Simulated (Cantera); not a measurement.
Feed: 1 mol AlN, a varied amount of H2O, equilibrated at 1175 K and 8.80 mbar.

Cantera equilibrium calculation (NASA polynomials, part measured and part estimated; ideal gas, pure solids and liquids). Candidate condensed phases: Al, AlN, Al2O3, H2O; 35 gas species. The numbers say what is thermodynamically allowed, not how fast it happens.

x: gas mole fraction; n: condensed amount in mol.

```csv
n(H2O) (mol),x H2O,x H2,x N2,x H,x NH3,x OH,n Al2O3(s)
3.1,0.444,0.417,0.139,8.44e-7,1.90e-7,6.27e-9,0.500
3.8,0.535,0.349,0.116,7.72e-7,1.33e-7,8.25e-9,0.500
4.7,0.615,0.288,0.0962,7.02e-7,9.10e-8,1.04e-8,0.500
5.7,…,…,…,…,…,…,0.500
7,0.733,0.200,0.0667,5.84e-7,4.38e-8,1.49e-8,0.500
8.6,0.780,0.165,0.0549,5.31e-7,2.97e-8,1.75e-8,0.500
10,0.810,0.143,0.0476,4.94e-7,2.23e-8,1.95e-8,0.500
13,0.852,0.111,0.0370,4.36e-7,1.35e-8,2.33e-8,0.500
16,0.879,0.0909,0.0303,3.94e-7,9.04e-9,2.65e-8,0.500
19,0.897,…,…,…,…,…,0.500
23,0.915,0.0638,0.0213,3.30e-7,4.46e-9,3.30e-8,0.500
28,0.930,0.0526,0.0175,3.00e-7,3.03e-9,3.69e-8,0.500
```

**Question.** Complete the blanks.

**Answer.** 
- 19, x H2: 0.0769
- 19, x N2: 0.0256
- 19, x H: 3.62e-7
- 19, x NH3: 6.47e-9
- 19, x OH: 2.95e-8
- 5.7, x H2O: 0.677
- 5.7, x H2: 0.242
- 5.7, x N2: 0.0806
- 5.7, x H: 6.43e-7
- 5.7, x NH3: 6.40e-8
- 5.7, x OH: 1.25e-8
